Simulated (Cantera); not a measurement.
**Pyrogenic steam for wet oxidation**

A perfectly stirred reactor is fed with H2 : O2 : N2 = 0.52 : 1 : 1.6 (molar parts), equivalence ratio 0.26, at 100.0 Torr; it is held at 1250 K, and followed from long to short residence time.

Detailed kinetics in Cantera: GRI-Mech 3.0 (53 species, 325 reactions). The temperature is held fixed by assumption; the heat of reaction is taken as removed at once.

```
τ (s)       x H2   x O2     x NO    x N2O       x O
------  --------  -----  -------  -------  --------
23       1.97e-5  0.259  6.52e-7  2.06e-7   1.90e-5
9.8      3.47e-5  0.259  5.30e-7  2.13e-7   3.40e-5
4.1      6.18e-5  0.259  4.09e-7  2.07e-7   6.14e-5
1.7     0.000110  0.259  3.10e-7  1.89e-7  0.000112
0.72    0.000194  0.258  2.47e-7  1.66e-7  0.000200
0.30    0.000343  0.258  2.22e-7  1.41e-7  0.000361
0.13    0.000587  0.258  2.44e-7  1.18e-7  0.000631
0.053    0.00104  0.258  3.34e-7  9.42e-8   0.00114
0.022    0.00179  0.258  5.17e-7  7.39e-8   0.00202
0.0093   0.00301  0.257  8.30e-7  5.70e-8   0.00348
0.0039   0.00505  0.256  1.32e-6  4.29e-8   0.00590
```
x: mole fraction; the columns are a selection and need not sum to one.
